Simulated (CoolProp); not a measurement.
Vapour pressure (kPa) of decamethyltetrasiloxane (MD2M): the reference equation beside estimates from Tc = 326.2 °C, pc = 1144 kPa, ω = 0.635. Clausius-Clapeyron is anchored at 248.05 °C with a constant enthalpy of vaporisation of 33.12 kJ/mol.

Values from CoolProp's reference Helmholtz-energy equation of state, Thol 2017.

| T (°C) | reference | Lee-Kesler | Clausius-Clapeyron | van der Waals | Redlich-Kwong | Peng-Robinson |
|---|---|---|---|---|---|---|
| 202.55 | … | 122.3 | 152.2 | 422.6 | 265.7 | 123.8 |
| 213.95 | 158.8 | 158.3 | 185.1 | 471.4 | 314.2 | 160.0 |
| 225.25 | 202.0 | … | 222.8 | 523.1 | 368.0 | 203.7 |
| 236.65 | 254.2 | … | 266.4 | 578.7 | 428.2 | … |
| 248.05 | 316.1 | 315.9 | 316.1 | 637.9 | 494.8 | 319.9 |
| 259.45 | 388.9 | 389.4 | 372.2 | 700.6 | 568.0 | 394.6 |
| 270.85 | 474.0 | … | 435.4 | 767.1 | 648.1 | 482.1 |
| 282.25 | 573.1 | 576.4 | 506.0 | 837.2 | 735.4 | 584.0 |
| 293.65 | 688.2 | 693.7 | 584.5 | 911.2 | 830.0 | 701.9 |
| 305.05 | 822.2 | 829.9 | 671.4 | 989.0 | 932.4 | 837.6 |

Q: What belongs in the gaps?

A: 
- 202.55, reference: 122.8
- 225.25, Lee-Kesler: 201.5
- 236.65, Lee-Kesler: 253.7
- 236.65, Peng-Robinson: 256.7
- 270.85, Lee-Kesler: 475.7

Absolute difference from the reference over all 10 rows, mean and median: Lee-Kesler 0.4 and 0.3 %, Clausius-Clapeyron 11.3 and 11.0 %, van der Waals 107.0 and 91.0 %, Redlich-Kwong 56.6 and 51.3 %, Peng-Robinson 1.4 and 1.3 %.
